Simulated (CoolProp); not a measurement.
Saturated liquid density (kg/m³) of n-dodecane: the reference equation beside estimates from Tc = 385.0 °C, pc = 18.18 bar, ω = 0.574. Rackett uses Z = 0.29056 − 0.08775 ω.

Model: reference Helmholtz-energy equation of state, Lemmon 2004, in CoolProp. It is a short technical equation, of lower accuracy than the large ones.

```
T (°C)  reference  Rackett  Redlich-Kwong
------  ---------  -------  -------------
107.35      684.3    718.2              …
114.25          …    712.4          518.0
121.15      673.7    706.7          513.8
128.05      668.4    700.8          509.4
134.95      663.0    694.9          505.0
141.75      657.6    689.1          500.6
148.65      652.1    683.0          496.0
155.55      646.5    676.9              …
162.45      640.9    670.8          486.5
169.35      635.2    664.5          481.6
176.25      629.4    658.2          476.6
183.15          …    651.7          471.5
190.05      617.6    645.2          466.3
196.95      611.5    638.6          460.9
```

Problem. Complete the blanks.

Solution. 
- 107.35, Redlich-Kwong: 522.2
- 114.25, reference: 679.0
- 155.55, Redlich-Kwong: 491.3
- 183.15, reference: 623.5

Absolute difference from the reference over all 14 rows, mean and median: Rackett 4.7 and 4.7 %, Redlich-Kwong 24.0 and 24.0 %.
